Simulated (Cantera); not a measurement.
What does this Cantera script print?

```python
import numpy as np
import cantera as ct

gas_names = [...]  # 95 gases of nasa_gas.yaml made of C, F, H
cond_names = """
    C(gr) C6H6(L) C7H8(L) C8H18(L),n-octa
""".split()


# ... load() reads the species with a 1 bar reference pressure and builds the phases ...
atoms = {
    'CF4': {'C': 1, 'F': 4},
    'H2': {'H': 2},
}
top_T = {'C(gr)': 4500}  # K; cautious upper limits of use, not melting points


# ... equilibrate(T, P, feed) seeds the gas with the atoms and calls Mixture.equilibrate('TP', solver="vcs", rtol=1e-11, max_steps=5000) ...
results = []
feed = {'CF4': 1, 'H2': 7.2}  # mol
P = 1333.22  # Pa
for T in [2125, 2175, 2225, 2275, 2325, 2375, 2425, 2475, 2525, 2575]:
    mix = equilibrate(T, P, feed)
    results.append((T, P, feed, dict(zip(mix.species_names, mix.species_moles))))

top = {s: max(r[3][s] / sum(r[3][g] for g in gas_names) for r in results) for s in gas_names}
cols = sorted((s for s in top if top[s] > 1e-06), key=lambda s: -top[s])[:5]
seen = [c for c in cond_names if any(r[3].get(c, 0) > 1e-12 for r in results)]
print("log10 of partial pressures in bar; condensed amounts in mol")
print(f"{'T/K':>10s}" + "".join(f"{s[:9]:>10s}" for s in cols + seen))
for T, P, feed, n in results:
    ng = sum(n[g] for g in gas_names)
    print(f"{T:10.4g}" + "".join(f"{np.log10(max(n[s] / ng * P / 1e5, 1e-99)):10.3f}" for s in cols)
          + "".join(f"{n.get(c, 0):10.4g}" for c in seen))
```

Output:

```
log10 of partial pressures in bar; condensed amounts in mol
       T/K        H2        HF         H C2H2,acet         F     C(gr)
      2125    -2.138    -2.242    -3.509    -4.914    -6.791    0.9829
      2175    -2.143    -2.244    -3.383    -4.794    -6.586    0.9774
      2225    -2.149    -2.246    -3.263    -4.682    -6.389    0.9705
      2275    -2.158    -2.249    -3.150    -4.577    -6.200    0.9621
      2325    -2.168    -2.252    -3.043    -4.479    -6.019    0.9519
      2375    -2.181    -2.256    -2.941    -4.388    -5.845    0.9398
      2425    -2.196    -2.261    -2.845    -4.303    -5.678    0.9255
      2475    -2.215    -2.267    -2.755    -4.227    -5.516    0.9088
      2525    -2.237    -2.274    -2.671    -4.158    -5.359    0.8894
      2575    -2.264    -2.281    -2.592    -4.096    -5.208    0.8667
```

These are equilibrium values from Cantera (NASA tables, ideal gas, pure condensed phases), not measurements of a reactor.
